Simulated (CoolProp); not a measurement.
Properties of dimethyl carbonate at several states.

The numbers come from the reference Helmholtz-energy equation of state, Zhou 2011 in CoolProp.

```
T (K)  p (MPa)   phase        Z  cp (kJ/(kg K))
-----  -------  ------  -------  --------------
380.9      1.9  liquid  0.05680           1.999
415.2     13.5  liquid   0.3815           2.052
548.7    0.557     gas   0.9578           1.797
465.1       17  liquid   0.4604           2.164
```
